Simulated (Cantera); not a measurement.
Charge: 1 mol H₂S, 0.39 mol H₂O, equilibrated at 0.000230 bar.

Equilibrium computed with Cantera from the NASA thermochemical tables; the gas is ideal and each condensed phase is pure. Candidate condensed phases: H₂O, H₂SO₄, S; 19 gas species. Kinetics and transport are ignored. All values below are at 2625 °C.

Base state: H 0.661, S 0.236, O 0.0861, H₂ 0.00770, SO 0.00673, OH 0.00162, SH 0.000475, S₂ 0.000371 (mole fractions); condensed: gas only.

### Question
What changes in the equilibrium state with this change: pressure from 0.000230 bar to 0.100 bar?

### Answer
```json
[
 {"species": "H₂", "before": "0.00770", "after": "0.372"},
 {"species": "H", "before": "0.661", "after": "0.220"},
 {"species": "S", "before": "0.236", "after": "0.148"},
 {"species": "H₂O", "before": "6.16e-5", "after": "0.0529"},
 {"species": "S₂", "before": "0.000371", "after": "0.0637"},
 {"species": "SH", "before": "0.000475", "after": "0.0432"},
 {"species": "O", "before": "0.0861", "after": "0.00352"},
 {"species": "SO", "before": "0.00673", "after": "0.0752"},
 {"species": "H₂S", "before": "2.47e-7", "after": "0.00325"},
 {"species": "S₂O", "before": "8.83e-8", "after": "0.000269"}
]
```

### Question
What changes in the equilibrium state with this change: pressure from 0.000230 bar to 0.0910 bar?

### Answer
```
species    before     after
-------  --------  --------
H₂        0.00770     0.365
H           0.661     0.229
S           0.236     0.152
H₂O       6.16e-5    0.0510
S₂       0.000371    0.0608
SH       0.000475    0.0418
O          0.0861   0.00380
SO        0.00673    0.0755
H₂S       2.47e-7   0.00298
S₂O       8.83e-8  0.000252
```
